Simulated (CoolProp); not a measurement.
Properties of the fluoroketone C6F12O (FK-5-1-12) along the isobar 0.947 MPa (Tc = 168.7 °C, pc = 1.869 MPa, ω = 0.471).

Values from CoolProp's reference Helmholtz-energy equation of state, McLinden 2015.

| T (°C) | phase | density (kg/m³) | expansivity (1/kK) |
|---|---|---|---|
| 30.55 | liquid | 1590 | 1.896 |
| 41.35 | liquid | 1557 | 2.003 |
| 52.15 | liquid | 1523 | 2.130 |
| 62.95 | liquid | 1487 | 2.284 |
| 73.75 | liquid | 1449 | 2.472 |
| 84.55 | liquid | 1409 | 2.708 |
| 95.35 | liquid | 1366 | 3.015 |
| 106.15 | liquid | 1320 | 3.433 |
| 116.95 | liquid | 1268 | 4.046 |
| 127.75 | liquid | 1208 | 5.060 |
| 138.55 | gas | 124.4 | 8.767 |
| 149.35 | gas | 114.5 | 6.843 |
